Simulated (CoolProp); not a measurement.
Saturation properties of hexamethyldisiloxane (MM) (Tc = 518.7 K, pc = 19.31 bar, ω = 0.418).

Values from CoolProp's reference Helmholtz-energy equation of state, Thol 2016.

```csv
T (K),p (bar),enthalpy of vaporisation (kJ/kg),surface tension (mN/m)
377.6,1.134,190.6,8.74
380.9,1.244,188.8,8.48
384.2,1.362,187.0,8.22
387.5,1.489,185.2,7.97
390.8,1.624,183.4,7.71
394.2,1.773,181.4,7.45
397.5,1.927,179.5,7.20
400.8,2.091,177.6,6.95
404.1,2.266,175.6,6.71
407.4,2.452,173.6,6.46
410.8,2.656,171.5,6.21
414.1,2.865,169.4,5.97
417.4,3.087,167.3,5.73
420.7,3.322,165.2,5.50
424,3.570,163.0,5.26
```

It boils at 373.7 K under 1 atm.

Surface tension comes from a separate correlation (Mulero 2014), older than this fluid's equation and unchecked against measurements.
